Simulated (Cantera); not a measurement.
A perfectly stirred reactor is fed with NH3 : N2 = 1 : 8.8 (molar parts), at 585 Torr; it is held at 2075 K, and followed from long to short residence time.

Cantera simulation using the gas-phase N/H chemistry of the illustrative SiF4/NH3 mechanism in the Surface Chemkin manual (1991); the numbers are that mechanism's predictions, not measurements. Walls and surfaces, which speed up NH3 decomposition in real reactors, are not modelled.

One state of this run: x NH3 = 0.0991; x N2 = 0.897; x N = 1.32e-7; x N2H4 = 5.72e-8; x H2 = 0.00352. x: mole fraction; the columns are a selection and need not sum to one.

### Question
Which value of τ (s) does it belong to?
(A) 0.0013
(B) 0.00070
(C) 0.0044
(D) 0.32

### Answer
B, 0.00070
